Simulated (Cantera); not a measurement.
Cantera run, input and output.

```python
import numpy as np
import cantera as ct

gas = ct.Solution("SiF4_NH3_mec.yaml", "gas")
gas.TPX = 1925, 4700, {'NH3': 1, 'H2': 1.1}
reactor = ct.IdealGasConstPressureReactor(gas, energy="off", clone=False)
net = ct.ReactorNet([reactor])
net.rtol, net.atol = 1e-08, 1e-18
show = ['NH3', 'H2', 'N2H2', 'N2', 'NH2', 'H', 'N']
times = np.geomspace(2e-06, 90, 13)

steps = ct.SolutionArray(gas, extra=["t"])
rows = []
print(f"{'t/s':>10s}{'T/K':>9s}{'P/Pa':>11s}" + "".join(f"{s:>11s}" for s in show))
for t in times:
    while net.time < t:
        t_next = net.step()
        steps.append(gas.state, t=t_next)
    rows.append([np.interp(t, steps.t, y) for y in (steps.T, steps.P, *steps(*show).X.T)])
    print(f"{t:10.3e}{rows[-1][0]:9.1f}{rows[-1][1]:11.4g}" + "".join(f"{x:11.3e}" for x in rows[-1][2:]))
rate = np.gradient(steps.T, steps.t)
print("integrator steps:", len(steps.t))
if steps.T.max() > steps.T[0] + 200:
    print(f"time of steepest temperature rise: {steps.t[rate.argmax()]:.4e} s")
gas.TPX = 1925, 4700, {'NH3': 1, 'H2': 1.1}
gas.equilibrate("TP")
print(f"equilibrium (TP): T = {gas.T:.1f} K  " + "  ".join(f"{s} {gas[s].X[0]:.3e}" for s in show))
```

Output:

```
       t/s      T/K       P/Pa        NH3         H2       N2H2         N2        NH2          H          N
 2.000e-06   1925.0       4700  4.762e-01  5.238e-01  5.272e-15  4.681e-19  2.414e-07  1.668e-07  4.236e-19
 8.686e-06   1925.0       4700  4.762e-01  5.238e-01  5.360e-13  8.965e-16  1.202e-06  5.705e-07  3.510e-16
 3.772e-05   1925.0       4700  4.762e-01  5.238e-01  3.821e-11  1.329e-12  5.467e-06  2.230e-06  1.698e-13
 1.638e-04   1925.0       4700  4.762e-01  5.238e-01  1.524e-09  1.019e-09  2.397e-05  9.427e-06  3.002e-11
 7.114e-04   1925.0       4700  4.761e-01  5.238e-01  4.153e-08  3.118e-07  1.038e-04  4.049e-05  2.875e-09
 3.089e-03   1925.0       4700  4.755e-01  5.239e-01  1.037e-06  5.012e-05  4.083e-04  1.593e-04  1.672e-07
 1.342e-02   1925.0       4700  4.713e-01  5.265e-01  2.708e-06  1.382e-03  6.007e-04  2.378e-04  5.167e-07
 5.826e-02   1925.0       4700  4.525e-01  5.389e-01  2.562e-06  7.747e-03  5.850e-04  2.469e-04  5.217e-07
 2.530e-01   1925.0       4700  3.817e-01  5.857e-01  2.035e-06  3.175e-02  5.225e-04  2.840e-04  5.381e-07
 1.099e+00   1925.0       4700  1.992e-01  7.064e-01  8.830e-07  9.363e-02  3.379e-04  4.241e-04  5.701e-07
 4.772e+00   1925.0       4700  2.265e-02  8.228e-01  6.887e-08  1.535e-01  7.828e-05  1.006e-03  5.842e-07
 2.072e+01   1925.0       4700  4.568e-05  8.350e-01  1.001e-11  1.609e-01  6.269e-07  4.051e-03  7.500e-08
 9.000e+01   1925.0       4700  5.926e-06  8.350e-01  1.799e-13  1.610e-01  8.142e-08  4.056e-03  9.767e-09
integrator steps: 1417
equilibrium (TP): T = 1925.0 K  NH3 3.277e-07  H2 8.350e-01  N2H2 1.153e-14  N2 1.610e-01  NH2 4.502e-09  H 4.056e-03  N 5.401e-10
```

Detailed kinetics in Cantera: the gas-phase N/H chemistry of the illustrative SiF4/NH3 mechanism in the Surface Chemkin manual (1991). Walls and surfaces, which speed up NH3 decomposition in real reactors, are not modelled.
